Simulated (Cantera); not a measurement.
## Thermodynamics of halide evaporation, hydrolysis and transport, feed CaF₂ + H₂

Feed: 1 mol CaF₂, 200 mol H₂, held at 0.133 bar.

Method: chemical equilibrium by Gibbs-energy minimisation in Cantera with the NASA 1993 tables (ideal gas, pure condensed phases). Candidate condensed phases: Ca, CaF₂; 15 gas species. Kinetics and transport are ignored.

| T (°C) | log p H₂ | log p CaF₂ | log p HF | log p H | log p CaF | log p Ca | n CaF₂(s) | n CaF₂(l) |
|---|---|---|---|---|---|---|---|---|
| 900 | -0.88 | -9.65 | -7.94 | -7.37 | -9.62 | -8.25 | 1.000 | 0 |
| 950 | -0.88 | -8.89 | -7.44 | -6.96 | -8.94 | -7.75 | 1.000 | 0 |
| 1000 | -0.88 | -8.19 | -6.97 | -6.58 | -8.31 | -7.30 | 1.000 | 0 |
| 1050 | -0.88 | -7.55 | -6.54 | -6.24 | -7.73 | -6.87 | 1.000 | 0 |
| 1100 | -0.88 | -6.96 | -6.15 | -5.92 | -7.20 | -6.49 | 0.999 | 0 |
| 1150 | -0.88 | -6.42 | -5.78 | -5.62 | -6.71 | -6.13 | 0.998 | 0 |
| 1200 | -0.88 | -5.92 | -5.43 | -5.34 | -6.26 | -5.81 | 0.995 | 0 |
| 1250 | -0.88 | -5.45 | -5.11 | -5.07 | -5.85 | -5.50 | 0.988 | 0 |
| 1300 | -0.88 | -5.02 | -4.81 | -4.83 | -5.46 | -5.23 | 0.972 | 0 |
| 1350 | -0.88 | -4.62 | -4.53 | -4.60 | -5.10 | -4.97 | 0.936 | 0 |
| 1400 | -0.88 | -4.25 | -4.27 | -4.38 | -4.77 | -4.73 | 0.862 | 0 |
| 1450 | -0.88 | -3.92 | -4.02 | -4.18 | -4.47 | -4.52 | 0 | 0.721 |
| 1500 | -0.88 | -3.62 | -3.80 | -3.98 | -4.20 | -4.32 | 0 | 0.467 |
| 1550 | -0.88 | -3.33 | -3.58 | -3.80 | -3.94 | -4.14 | 0 | 0.0124 |
log p: log10 of the partial pressure in bar; n: condensed amount in mol.

From 900 °C to 1400 °C the condensed part is CaF₂(s). From 1450 °C to 1550 °C the condensed part is CaF₂(l). The main Ca-bearing gas is Ca at 900 °C and CaF₂ at 1550 °C.
